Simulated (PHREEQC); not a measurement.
Model water analysis in mg/L, 25 °C, pH 3.66, pe 12.3:

```json
[
 {"constituent": "Na", "mg/L": "76.6"},
 {"constituent": "K", "mg/L": "39.3"},
 {"constituent": "Ca", "mg/L": "7.49"},
 {"constituent": "Mg", "mg/L": "25.3"},
 {"constituent": "Cl", "mg/L": "6.69"},
 {"constituent": "S(6) as SO4", "mg/L": "344"},
 {"constituent": "Zn", "mg/L": "0.937"}
]
```

Valence states are taken as typed.

Equilibrium calculation in PHREEQC: ion-association model, phreeqc.dat.

Each row changes one thing in this solution. No solid was allowed to form.

```tsv
case	ionic strength (mol/kgw)	SO4-2 (mol/kgw)	Mg+2 (mol/kgw)	MgSO4 (mol/kgw)	Ca+2 (mol/kgw)	HSO4- (mol/kgw)	SI of Gypsum (CaSO4:2H2O)	SI of Halite (NaCl)
as made	0.0107	0.00319	0.000784	0.000257	0.000150	4.97e-5	-2.10	-7.87
S(6) from 344 to 172 mg/L	0.00763	0.00156	0.000883	0.000158	0.000165	2.53e-5	-2.32	-7.85
temperature from 25 to 80 °C at the same typed pH	0.00947	(withheld)	0.000546	0.000495	0.000144	0.000176	-2.03	-7.91
Ca from 7.49 to 15 mg/L	0.0109	0.00315	0.000787	0.000254	0.000301	4.91e-5	(withheld)	-7.87
```

Task: Fill in the missing entries.

Result: 
- temperature from 25 to 80 °C at the same typed pH, SO4-2 (mol/kgw): 0.00280
- Ca from 7.49 to 15 mg/L, SI of Gypsum (CaSO4:2H2O): -1.80

Constants without temperature data keep their 25 °C values here.
